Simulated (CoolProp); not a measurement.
Methane at 278.84 K and 1.51 MPa is throttled through a valve to 0.531 MPa with no heat exchange. Each further row changes one setting.

Values from CoolProp's reference Helmholtz-energy equation of state, Setzmann 1991.

```csv
case,temperature change (K),final density (kg/m³)
as stated,-5.0,3.79
outlet pressure 0.159 MPa,___,___
outlet pressure 0.69 MPa,___,___
```

### Question
What belongs in the gaps?

### Answer

- outlet pressure 0.159 MPa, temperature change (K): -6.9
- outlet pressure 0.159 MPa, final density (kg/m³): 1.13
- outlet pressure 0.69 MPa, temperature change (K): -4.1
- outlet pressure 0.69 MPa, final density (kg/m³): 4.92
